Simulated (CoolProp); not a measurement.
Computed with CoolProp (reference Helmholtz-energy equation of state, Younglove 1994). It is a modified Benedict-Webb-Rubin equation, recast in Helmholtz form.

**Question.** Give the vapour pressure (bar), vapour density (kg/m³), enthalpy of vaporisation (kJ/kg), surface tension (mN/m) of saturated R123 at 242, 248.1, 254.3 K.

**Answer.** 
```
T (K)  p (bar)  vapour density (kg/m³)  enthalpy of vaporisation (kJ/kg)  surface tension (mN/m)
-----  -------  ----------------------  --------------------------------  ----------------------
242     0.0629                   0.481                               193                    22.1
248.1   0.0903                   0.675                               191                    21.3
254.3    0.128                   0.933                               189                    20.5
```

Surface tension comes from a separate correlation (Mulero 2012).
